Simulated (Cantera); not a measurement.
Adiabatic ignition

An adiabatic, constant-volume homogeneous reactor starts with 6.61 % C2H4, 18.0 % O2, 68.1 % N2, 7.27 % CO2, at 1375 K and 4.24 atm.

Cantera simulation using GRI-Mech 3.0 (53 species, 325 reactions); the numbers are that mechanism's predictions, not measurements. GRI-Mech 3.0 was tuned for natural gas; its chemistry of ethylene as a main component is partial and can be far from experiment.

```json
[
 {"t (s)": "3.00e-6", "T (K)": "1375", "P (bar)": "4.30", "x C2H4": "0.0661", "x O2": "0.180", "x CO2": "0.0727", "x CO": "5.53e-9", "x CH2": "<1e-12", "x C2H": "<1e-12", "x OH": "2.98e-10"},
 {"t (s)": "7.57e-6", "T (K)": "1375", "P (bar)": "4.30", "x C2H4": "0.0661", "x O2": "0.180", "x CO2": "0.0727", "x CO": "1.18e-7", "x CH2": "<1e-12", "x C2H": "<1e-12", "x OH": "4.39e-9"},
 {"t (s)": "1.91e-5", "T (K)": "1376", "P (bar)": "4.30", "x C2H4": "0.0659", "x O2": "0.180", "x CO2": "0.0727", "x CO": "0.000115", "x CH2": "7.60e-9", "x C2H": "1.16e-11", "x OH": "7.06e-6"},
 {"t (s)": "4.82e-5", "T (K)": "2997", "P (bar)": "9.93", "x C2H4": "<1e-12", "x O2": "0.0217", "x CO2": "0.113", "x CO": "0.0807", "x CH2": "<1e-12", "x C2H": "<1e-12", "x OH": "0.0172"},
 {"t (s)": "0.000122", "T (K)": "2987", "P (bar)": "9.89", "x C2H4": "<1e-12", "x O2": "0.0196", "x CO2": "0.112", "x CO": "0.0811", "x CH2": "<1e-12", "x C2H": "<1e-12", "x OH": "0.0164"},
 {"t (s)": "0.000307", "T (K)": "2978", "P (bar)": "9.86", "x C2H4": "<1e-12", "x O2": "0.0182", "x CO2": "0.112", "x CO": "0.0815", "x CH2": "<1e-12", "x C2H": "<1e-12", "x OH": "0.0158"},
 {"t (s)": "0.000775", "T (K)": "2977", "P (bar)": "9.86", "x C2H4": "<1e-12", "x O2": "0.0180", "x CO2": "0.112", "x CO": "0.0815", "x CH2": "<1e-12", "x C2H": "<1e-12", "x OH": "0.0157"},
 {"t (s)": "0.00195", "T (K)": "2977", "P (bar)": "9.86", "x C2H4": "<1e-12", "x O2": "0.0180", "x CO2": "0.112", "x CO": "0.0815", "x CH2": "<1e-12", "x C2H": "<1e-12", "x OH": "0.0157"},
 {"t (s)": "0.00493", "T (K)": "2977", "P (bar)": "9.86", "x C2H4": "<1e-12", "x O2": "0.0180", "x CO2": "0.112", "x CO": "0.0815", "x CH2": "<1e-12", "x C2H": "<1e-12", "x OH": "0.0157"},
 {"t (s)": "0.0124", "T (K)": "2977", "P (bar)": "9.86", "x C2H4": "<1e-12", "x O2": "0.0180", "x CO2": "0.112", "x CO": "0.0815", "x CH2": "<1e-12", "x C2H": "<1e-12", "x OH": "0.0157"},
 {"t (s)": "0.0314", "T (K)": "2977", "P (bar)": "9.86", "x C2H4": "<1e-12", "x O2": "0.0180", "x CO2": "0.112", "x CO": "0.0815", "x CH2": "<1e-12", "x C2H": "<1e-12", "x OH": "0.0157"},
 {"t (s)": "0.0793", "T (K)": "2977", "P (bar)": "9.86", "x C2H4": "<1e-12", "x O2": "0.0180", "x CO2": "0.112", "x CO": "0.0815", "x CH2": "<1e-12", "x C2H": "<1e-12", "x OH": "0.0157"},
 {"t (s)": "0.200", "T (K)": "2977", "P (bar)": "9.86", "x C2H4": "<1e-12", "x O2": "0.0180", "x CO2": "0.112", "x CO": "0.0815", "x CH2": "<1e-12", "x C2H": "<1e-12", "x OH": "0.0157"}
]
```
x: mole fraction; the columns are a selection and need not sum to one.

```
Item                                                              Result
---------------------------------  -------------------------------------
time of steepest temperature rise                                25.5 µs
temperature at 0.200 s                                            2977 K
equilibrium temperature                                           2977 K
x(C2H4) at 0.200 s                 <1e-12 (gas-phase equilibrium <1e-12)
x(O2) at 0.200 s                   0.0180 (gas-phase equilibrium 0.0180)
x(CO2) at 0.200 s                    0.112 (gas-phase equilibrium 0.112)
```
